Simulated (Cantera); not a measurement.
Input (Python, Cantera):

```python
import numpy as np
import cantera as ct

gas = ct.Solution("gri30.yaml")
gas.TPX = 1275, 100000, {'N2O': 1}
reactor = ct.IdealGasConstPressureReactor(gas, energy="off", clone=False)
net = ct.ReactorNet([reactor])
net.rtol, net.atol = 1e-08, 1e-18
show = ['N2O', 'O2', 'O', 'NO2', 'NO', 'N2']
times = np.geomspace(7e-05, 4, 9)

steps = ct.SolutionArray(gas, extra=["t"])
rows = []
print(f"{'t/s':>10s}{'T/K':>9s}{'P/Pa':>11s}" + "".join(f"{s:>11s}" for s in show))
for t in times:
    while net.time < t:
        t_next = net.step()
        steps.append(gas.state, t=t_next)
    rows.append([np.interp(t, steps.t, y) for y in (steps.T, steps.P, *steps(*show).X.T)])
    print(f"{t:10.3e}{rows[-1][0]:9.1f}{rows[-1][1]:11.4g}" + "".join(f"{x:11.3e}" for x in rows[-1][2:]))
rate = np.gradient(steps.T, steps.t)
print("integrator steps:", len(steps.t))
if steps.T.max() > steps.T[0] + 200:
    print(f"time of steepest temperature rise: {steps.t[rate.argmax()]:.4e} s")
gas.TPX = 1275, 100000, {'N2O': 1}
gas.equilibrate("TP")
print(f"equilibrium (TP): T = {gas.T:.1f} K  " + "  ".join(f"{s} {gas[s].X[0]:.3e}" for s in show))
```

Result:

```
       t/s      T/K       P/Pa        N2O         O2          O        NO2         NO         N2
 7.000e-05   1275.0      1e+05  9.998e-01  6.255e-05  5.167e-06  1.317e-09  1.988e-05  1.402e-04
 2.752e-04   1275.0      1e+05  9.991e-01  2.589e-04  5.166e-06  2.228e-08  8.225e-05  5.641e-04
 1.082e-03   1275.0      1e+05  9.964e-01  1.029e-03  5.164e-06  3.331e-07  3.266e-04  2.227e-03
 4.256e-03   1275.0      1e+05  9.860e-01  4.027e-03  5.151e-06  4.191e-06  1.275e-03  8.703e-03
 1.673e-02   1275.0      1e+05  9.465e-01  1.538e-02  5.085e-06  3.398e-05  4.838e-03  3.323e-02
 6.580e-02   1275.0      1e+05  8.120e-01  5.415e-02  4.818e-06  1.511e-04  1.675e-02  1.169e-01
 2.587e-01   1275.0      1e+05  4.838e-01  1.498e-01  3.895e-06  4.210e-04  4.385e-02  3.221e-01
 1.017e+00   1275.0      1e+05  1.155e-01  2.612e-01  1.696e-06  6.565e-04  6.612e-02  5.565e-01
 4.000e+00   1275.0      1e+05  2.854e-03  2.982e-01  1.142e-07  8.411e-04  6.689e-02  6.312e-01
integrator steps: 1075
equilibrium (TP): T = 1275.0 K  N2O 2.411e-08  O2 3.331e-01  O 6.487e-08  NO2 5.901e-06  NO 3.905e-04  N2 6.665e-01
```

Cantera simulation using GRI-Mech 3.0 (53 species, 325 reactions); the numbers are that mechanism's predictions, not measurements. GRI-Mech 3.0 was tuned for natural gas; its chemistry of N2O as a main component is partial and can be far from experiment. The mechanism lacks the step 2 NO + O2 → 2 NO2, which can matter for NO2 below about 1400 K. The temperature is held fixed by assumption; the heat of reaction is taken as removed at once.
